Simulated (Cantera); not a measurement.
A Cantera script and what it prints.

```python
import numpy as np
import cantera as ct

gas_names = """
    H HNO HNO2 HNO3 HO2 H2 H2O H2O2 N NH NH2 NH3 NH2OH NO NO2 NO3 N2 N2H2 N2H4 N2O O OH O2 O3 Si SiH
    SiH2 SiH3 SiH4 SiN SiO SiO2 Si2 Si2N Si3
""".split()
cond_names = """
    H2O(s) H2O(L) Si(cr) Si(L) SiO2(Lqz) SiO2(hqz) SiO2(L) Si2N2O(s) Si3N4(a)
""".split()


# ... load() reads the species with a 1 bar reference pressure and builds the phases ...
atoms = {
    'Si2H6': {'Si': 2, 'H': 6},
    'N2O': {'N': 2, 'O': 1},
}
top_T = {'Si2N2O(s)': 2100, 'Si3N4(a)': 2400}  # K; cautious upper limits of use, not melting points


# ... equilibrate(T, P, feed) seeds the gas with the atoms and calls Mixture.equilibrate('TP', solver="vcs", rtol=1e-11, max_steps=5000) ...
results = []
T = 1150  # K
P = 12  # Pa
for m in [0.13, 0.2, 0.31, 0.48, 0.74, 1.1, 1.8, 2.7, 4.2, 6.5, 10, 16, 24]:
    feed = {'Si2H6': 1, 'N2O': m}  # mol
    mix = equilibrate(T, P, feed)
    results.append((T, P, feed, dict(zip(mix.species_names, mix.species_moles))))
    x = sorted(zip(gas.X, gas.species_names), reverse=True)
    print(f"T = {T:g} K  P = {P:g} Pa  n(N2O) = {m:g} mol  gas = {mix.phase_moles(0):.4g} mol")
    print("   x: " + "  ".join(f"{s} {v:.3e}" for v, s in x if v > 1e-06))
    print("   condensed (mol): " + ("  ".join(f"{mix.phase(i).name} {mix.phase_moles(i):.4g}"
          for i in range(1, mix.n_phases) if mix.phase_moles(i) > 1e-12) or "none"))
```

It prints:

```
T = 1150 K  P = 12 Pa  n(N2O) = 0.13 mol  gas = 3 mol
   x: H2 1.000e+00  H 6.811e-06  N2 2.189e-06  SiO 2.189e-06
   condensed (mol): Si(cr) 1.74  Si2N2O(s) 0.13
T = 1150 K  P = 12 Pa  n(N2O) = 0.2 mol  gas = 3 mol
   x: H2 1.000e+00  H 6.811e-06  N2 2.189e-06  SiO 2.189e-06
   condensed (mol): Si(cr) 1.6  Si2N2O(s) 0.2
T = 1150 K  P = 12 Pa  n(N2O) = 0.31 mol  gas = 3 mol
   x: H2 1.000e+00  H 6.811e-06  N2 2.189e-06  SiO 2.189e-06
   condensed (mol): Si(cr) 1.38  Si2N2O(s) 0.31
T = 1150 K  P = 12 Pa  n(N2O) = 0.48 mol  gas = 3 mol
   x: H2 1.000e+00  H 6.811e-06  N2 2.189e-06  SiO 2.189e-06
   condensed (mol): Si(cr) 1.04  Si2N2O(s) 0.48
T = 1150 K  P = 12 Pa  n(N2O) = 0.74 mol  gas = 3 mol
   x: H2 1.000e+00  H 6.811e-06  N2 2.189e-06  SiO 2.189e-06
   condensed (mol): Si(cr) 0.52  Si2N2O(s) 0.74
T = 1150 K  P = 12 Pa  n(N2O) = 1.1 mol  gas = 3.133 mol
   x: H2 9.574e-01  N2 4.255e-02  H 6.664e-06  SiO 4.808e-06  H2O 4.736e-06
   condensed (mol): SiO2(hqz) 0.06665  Si2N2O(s) 0.9667
T = 1150 K  P = 12 Pa  n(N2O) = 1.8 mol  gas = 4.067 mol
   x: H2 7.377e-01  N2 2.623e-01  H2O 6.691e-06  H 5.850e-06  SiO 2.622e-06
   condensed (mol): SiO2(hqz) 0.5333  Si2N2O(s) 0.7333
T = 1150 K  P = 12 Pa  n(N2O) = 2.7 mol  gas = 5.267 mol
   x: H2 5.696e-01  N2 4.304e-01  H2O 6.094e-06  H 5.140e-06  SiO 2.223e-06
   condensed (mol): SiO2(hqz) 1.133  Si2N2O(s) 0.4333
T = 1150 K  P = 12 Pa  n(N2O) = 4.2 mol  gas = 7.2 mol
   x: N2 5.833e-01  H2 3.889e-01  H2O 2.778e-02  H 4.247e-06
   condensed (mol): SiO2(hqz) 2
T = 1150 K  P = 12 Pa  n(N2O) = 6.5 mol  gas = 9.5 mol
   x: N2 6.842e-01  H2O 2.632e-01  H2 5.263e-02  H 1.563e-06
   condensed (mol): SiO2(hqz) 2
T = 1150 K  P = 12 Pa  n(N2O) = 10 mol  gas = 14.5 mol
   x: N2 6.896e-01  H2O 2.069e-01  O2 1.034e-01  NO 8.618e-05  OH 1.696e-05
   condensed (mol): SiO2(hqz) 2
T = 1150 K  P = 12 Pa  n(N2O) = 16 mol  gas = 23.5 mol
   x: N2 6.808e-01  O2 1.914e-01  H2O 1.277e-01  NO 1.165e-04  OH 1.554e-05
   condensed (mol): SiO2(hqz) 2
T = 1150 K  P = 12 Pa  n(N2O) = 24 mol  gas = 35.5 mol
   x: N2 6.760e-01  O2 2.394e-01  H2O 8.450e-02  NO 1.298e-04  OH 1.337e-05
   condensed (mol): SiO2(hqz) 2
```

Method: chemical equilibrium by Gibbs-energy minimisation in Cantera with the NASA 1993 tables (ideal gas, pure condensed phases). The feed counts by its element totals alone. Mutual solubility and eutectic melting of coexisting phases are not modelled. The tables hold silica as quartz up to 1696 K and as liquid above; real silica turns to tridymite and cristobalite and melts near 1996 K.
